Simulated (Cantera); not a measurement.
What does this Cantera script print?

```python
import numpy as np
import cantera as ct

gas_names = """
    CL CLO CL2 H HCL HOCL HO2 H2 H2O H2O2 O OH O2 O3 Ti TiCL TiCL2 TiCL3 TiCL4 TiO TiOCL TiOCL2 TiO2
""".split()
cond_names = """
    H2O(s) H2O(L) Ti(a) Ti(b) Ti(L) TiCL2(s) TiCL3(s) TiCL4(L) TiO(a) TiO(b) TiO(L) TiO2(ru) TiO2(L)
    Ti2O3(a) Ti2O3(b) Ti2O3(L) Ti3O5(a) Ti3O5(b) Ti3O5(L) Ti4O7(s) Ti4O7(L)
""".split()


def load(file, names, dense=False):
    # The tables refer to 1 bar. Condensed volumes are neglected.
    table = {s.name: s for s in ct.Species.list_from_file(file)}
    out = []
    for n in names:
        d = dict(table[n].input_data)
        d["thermo"] = dict(d["thermo"], **{"reference-pressure": 1e5})
        if dense:
            d["equation-of-state"] = {"model": "constant-volume", "density": "1e6 g/cm^3"}
        out.append(ct.Species.from_dict(d))
    return out


gas = ct.Solution(thermo="ideal-gas", species=load("nasa_gas.yaml", gas_names))
cond = {s.name: ct.Solution(thermo="fixed-stoichiometry", species=[s], name=s.name)
        for s in load("nasa_condensed.yaml", cond_names, dense=True)}
atoms = {
    'TiCl4': {'Ti': 1, 'CL': 4},
    'H2O': {'H': 2, 'O': 1},
}
top_T = {'TiCL2(s)': 1300, 'TiCL3(s)': 1000}  # K; cautious upper limits of use, not melting points


def equilibrate(T, P, feed):
    n = {}
    for name, mol in feed.items():
        for a, k in atoms[name].items():
            n[a] = n.get(a, 0.0) + k * mol
    gas.TPX = T, P, n
    mass = sum(n.values()) * gas.mean_molecular_weight
    gas.equilibrate("TP")
    valid = [c for c in cond.values() if c.min_temp <= T <= top_T.get(c.name, c.max_temp)]
    mix = ct.Mixture([(gas, mass / gas.mean_molecular_weight)] + [(c, 0.0) for c in valid])
    mix.T, mix.P = T, P
    mix.equilibrate("TP", solver="vcs", rtol=1e-11, max_steps=5000)
    return mix


results = []
T = 1373  # K
P = 30  # Pa
for m in [0.12, 0.2, 0.35, 0.6, 1, 1.8, 3, 5.2, 9]:
    feed = {'TiCl4': 1, 'H2O': m}  # mol
    mix = equilibrate(T, P, feed)
    results.append((T, P, feed, dict(zip(mix.species_names, mix.species_moles))))

top = {s: max(r[3][s] / sum(r[3][g] for g in gas_names) for r in results) for s in gas_names}
cols = sorted((s for s in top if top[s] > 1e-06), key=lambda s: -top[s])[:8]
seen = [c for c in cond_names if any(r[3].get(c, 0) > 1e-12 for r in results)]
print("log10 of partial pressures in bar; condensed amounts in mol")
print(f"{'n(H2O)':>10s}" + "".join(f"{s[:9]:>10s}" for s in cols + seen))
for T, P, feed, n in results:
    ng = sum(n[g] for g in gas_names)
    print(f"{feed['H2O']:10.4g}" + "".join(f"{np.log10(max(n[s] / ng * P / 1e5, 1e-99)):10.3f}" for s in cols)
          + "".join(f"{n.get(c, 0):10.4g}" for c in seen))
```

Result:

```
log10 of partial pressures in bar; condensed amounts in mol
    n(H2O)       HCL     TiCL4       H2O     TiCL3        CL        H2       CL2        O2  TiO2(ru)
      0.12    -4.228    -3.652    -9.824    -5.047    -5.061    -9.451    -6.845   -13.802   0.05995
       0.2    -4.047    -3.713    -9.432    -5.078    -5.091    -9.030    -6.906   -13.862   0.09995
      0.35    -3.872    -3.821    -9.028    -5.133    -5.144    -8.573    -7.012   -13.966    0.1749
       0.6    -3.731    -3.990    -8.662    -5.219    -5.228    -8.126    -7.178   -14.130    0.2999
         1    -3.626    -4.262    -8.317    -5.358    -5.360    -7.650    -7.444   -14.390    0.4999
       1.8    -3.538    -5.172    -7.684    -5.872    -5.757    -6.681    -8.236   -15.064    0.8998
         3    -3.622   -12.434    -4.223   -12.868    -6.022    -6.318    -8.768    -8.866         1
       5.2    -3.781   -13.761    -3.876   -14.081    -6.136    -6.407    -8.996    -7.994         1
         9    -3.965   -14.809    -3.720   -14.983    -6.283    -6.483    -9.289    -7.531         1
```

Equilibrium computed with Cantera from the NASA thermochemical tables; the gas is ideal and each condensed phase is pure.
